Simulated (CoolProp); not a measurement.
Saturation properties of methanol (Tc = 513.4 K, pc = 8216 kPa, ω = 0.565).

The numbers come from the reference Helmholtz-energy equation of state, de Reuck 1993 in CoolProp.

| T (K) | p (kPa) | enthalpy of vaporisation (kJ/kg) | vapour Z | liquid viscosity (µPa s) |
|---|---|---|---|---|
| 384 | 492.4 | 993.0 | 0.8856 | 200 |
| 392.2 | 623.9 | 969.0 | 0.8700 | 185 |
| 400.4 | 782.1 | 943.2 | 0.8526 | 171 |
| 408.6 | ? | 915.3 | 0.8332 | 158 |
| 416.8 | 1194 | 885.2 | 0.8117 | ? |
| 424.9 | 1453 | 853.0 | 0.7884 | 135 |
| 433.1 | 1758 | 817.9 | 0.7628 | 125 |
| 441.3 | 2111 | ? | 0.7357 | 115 |
| 449.5 | ? | ? | 0.7081 | 106 |
| 457.7 | 2981 | 701.4 | 0.6811 | 97.8 |
| 465.9 | 3506 | ? | 0.6545 | 89.7 |
| 474 | 4092 | 616.3 | ? | 82.0 |

Q: What belongs in the gaps?

A: 
- 408.6, p (kPa): 970.8
- 416.8, liquid viscosity (µPa s): 146
- 441.3, enthalpy of vaporisation (kJ/kg): 780.6
- 449.5, p (kPa): 2517
- 449.5, enthalpy of vaporisation (kJ/kg): 741.6
- 465.9, enthalpy of vaporisation (kJ/kg): 660.1
- 474, vapour Z: 0.6260

It boils at 337.6 K under 1 atm.

Viscosity comes from a separate model (Xiang 2006).
